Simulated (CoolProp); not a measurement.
A single-stage vapour-compression cycle with the fluid: evaporating at 300.15 K (dew point), condensing at 361.15 K (bubble point), superheat 0 K, subcooling 5 K, compressor efficiency 0.8, no pressure losses. The same conditions are run with several fluids, on thermodynamics alone (safety and materials aside).

Values from CoolProp's reference Helmholtz-energy equation of state of each fluid (methanol: de Reuck 1993; R1336mzz(Z): McLinden 2020; fluoroethane (R161): Wu 2012; R113: Marx 1992; cyclopentane: Gedanitz 2015; R21: Platzer 1990). The equations of Platzer and Polt are older, rougher fits.

### Question
Rank methanol, R1336mzz(Z), fluoroethane (R161), R113, cyclopentane, R21 by cooling COP, highest first.

### Answer
methanol (3.40), cyclopentane (3.30), R21 (3.24), R113 (3.08), R1336mzz(Z) (2.82), fluoroethane (R161) (2.56)

| fluid | pressure ratio | discharge temperature (K) | refrigerating effect (kJ/kg) | volumetric capacity (kJ/m³) |
|---|---|---|---|---|
| methanol | 12.7 | 479.2 | 1010 | 251 |
| R1336mzz(Z) | 6.64 | 361.2 | 95.5 | 522 |
| fluoroethane (R161) | 3.93 | 385.8 | 193 | 4370 |
| R113 | 6.72 | 361.2 | 97.5 | 364 |
| cyclopentane | 6.78 | 370.9 | 295 | 387 |
| R21 | 5.27 | 394.2 | 168 | 1430 |

The compression ends wet for: R1336mzz(Z); R113.
